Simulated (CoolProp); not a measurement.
200 sccm (0 °C, 1 atm) of nitrogen bubbles through liquid o-xylene at 361.6 K and leaves saturated at a total pressure of 0.15 MPa (ideal gas phase). Each further row changes one setting.

Values from CoolProp's reference Helmholtz-energy equation of state, Zhou 2012.

```csv
case,vapour pressure (kPa),mole fraction of vapour,delivery (mg/min),delivery (sccm),change of delivery for a bath 1 K warmer (%)
as stated,17.5,0.117,125,26.4,4.3
bath temperature 366.6 K,21.0,0.140,154,32.6,4.3
total pressure 0.3 MPa,17.5,0.0584,58.7,12.4,4.0
```
